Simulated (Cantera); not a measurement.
A closed system holds: 1 mol C₂H₂, 0.99 mol O₂, 1.5 mol H₂, at 1150 °C and 76.0 bar.

These are equilibrium values from Cantera (NASA tables, ideal gas, pure condensed phases), not measurements of a reactor. Candidate condensed phases: C, C₆H₆, C₇H₈, C₈H₁₈, H₂O; 110 gas species. The ideal-gas law is rough above about 30 bar. The numbers say what is thermodynamically allowed, not how fast it happens.

Base state: H₂ 0.460, CO 0.416, CH₄ 0.0612, H₂O 0.0448, CO₂ 0.0179, C₂H₄ 3.54e-5, C₂H₆ 2.01e-5 (mole fractions); condensed: C(graphite).

Task: What changes in the equilibrium state with this change: pressure from 76.0 bar to 9.20 mbar?

Result: 
| species | before | after |
|---|---|---|
| H₂ | 0.460 | 0.558 |
| CO | 0.416 | 0.442 |
| H | 5.18e-7 | 5.18e-5 |
| CH₄ | 0.0612 | 1.09e-5 |
| H₂O | 0.0448 | 6.99e-6 |
| CO₂ | 0.0179 | 2.44e-6 |
| C₂H₆ | 2.01e-5 | <1e-9 |
| C₂H₄ | 3.54e-5 | 6.32e-9 |
| C(graphite), mol | 0.0258 | 0.0200 |
